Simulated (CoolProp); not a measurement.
Vapour-liquid equilibrium of dimethyl carbonate (1) + n-decane (2) at 487.9 K; x and y are mole fractions of (1).

The numbers come from the multi-fluid Helmholtz-energy mixture model, Zhou 2011 and Lemmon 2006; pair parameters Bell 2016 in CoolProp.

| x | bubble pressure, mixture model (kPa) | bubble pressure, Raoult's law (kPa) | y, mixture model | y, Raoult's law |
|---|---|---|---|---|
| 0.05 | 413.1 | 330.9 | 0.371 | 0.262 |
| 0.2 | 784.1 | 552.2 | [?] | 0.628 |
| 0.35 | 1035 | 773.6 | [?] | 0.784 |
| 0.5 | [?] | 994.9 | 0.816 | 0.871 |
| 0.65 | [?] | 1216 | [?] | 0.926 |
| 0.8 | 1525 | 1438 | 0.908 | 0.964 |
| 0.95 | 1681 | 1659 | 0.973 | 0.992 |

Question: Complete the blanks.

Answer: 
- 0.2, y, mixture model: 0.675
- 0.35, y, mixture model: 0.765
- 0.5, bubble pressure, mixture model (kPa): 1217
- 0.65, bubble pressure, mixture model (kPa): 1373
- 0.65, y, mixture model: 0.860

The largest gap from Raoult's law is +42.0 % in bubble pressure, at x = 0.2. No azeotrope shows between x = 0.05 and 0.95.

The pair parameters rest on a limited set of measurements; away from them the model extrapolates.
